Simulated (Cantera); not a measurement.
**Silicon etching in halogen gases: Si + SF6 + NF3**

Input: 1 mol Si, 0.91 mol SF6, 2.4 mol NF3, equilibrated at 0.0133 bar.

These are equilibrium values from Cantera (NASA tables, ideal gas, pure condensed phases), not measurements of a reactor. Candidate condensed phases: S, Si, Si3N4; 29 gas species. The tables' values for SF5 are old estimates; treat these amounts as uncertain. The numbers say what is thermodynamically allowed, not how fast it happens.

From 700 K to 1350 K nothing is condensed. The main Si-bearing gas is SiF4 throughout.

```csv
T (K),log p F,log p F2,log p N2,log p SiF4,log p SF6,log p NF3
700,-4.17,-2.65,-2.54,-2.49,-2.53,-2.71
750,-3.67,-2.47,-2.50,-2.52,-2.57,-3.07
800,-3.29,-2.41,-2.49,-2.55,-2.59,-3.56
850,-2.98,-2.43,-2.49,-2.56,-2.60,-4.08
900,-2.73,-2.49,-2.50,-2.58,-2.62,-4.62
950,-2.53,-2.59,-2.52,-2.60,-2.64,-5.18
1000,-2.38,-2.75,-2.54,-2.62,-2.66,-5.79
1050,-2.29,-2.97,-2.56,-2.64,-2.68,-6.44
1100,-2.23,-3.23,-2.58,-2.66,-2.70,-7.13
1150,-2.20,-3.51,-2.59,-2.67,-2.71,-7.82
1200,-2.19,-3.79,-2.59,-2.67,-2.71,-8.49
1250,-2.18,-4.07,-2.59,-2.67,-2.71,-9.13
1300,-2.17,-4.33,-2.59,-2.67,-2.72,-9.72
1350,-2.17,-4.57,-2.60,-2.68,-2.72,-10.27
```
log p: log10 of the partial pressure in bar; nothing condenses.
